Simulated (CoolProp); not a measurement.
Vapour-liquid equilibrium of hexamethyldisiloxane (MM) (1) + toluene (2) at 200 kPa; x and y are mole fractions of (1).

Computed with CoolProp (multi-fluid Helmholtz-energy mixture model, Thol 2016 and Lemmon 2006; pair parameters Bell 2016).

| x | bubble temperature, mixture model (K) | bubble temperature, Raoult's law (K) | y, mixture model | y, Raoult's law |
|---|---|---|---|---|
| 0.05 | 408.5 | 409.0 | 0.072 | 0.064 |
| 0.2 | 405.7 | 407.2 | 0.264 | 0.244 |
| 0.35 | 403.5 | 405.6 | 0.424 | 0.411 |
| 0.5 | 401.7 | 404.0 | 0.563 | 0.565 |
| 0.65 | 400.4 | 402.4 | 0.691 | 0.707 |
| 0.8 | 399.5 | 400.9 | 0.818 | 0.839 |
| 0.95 | 399.0 | 399.5 | 0.952 | 0.961 |

The largest gap from Raoult's law is -2.3 K in bubble temperature, at x = 0.5. No azeotrope shows between x = 0.05 and 0.95.

Pair parameters are fitted to limited data, so mixtures are less certain than the pure fluids.
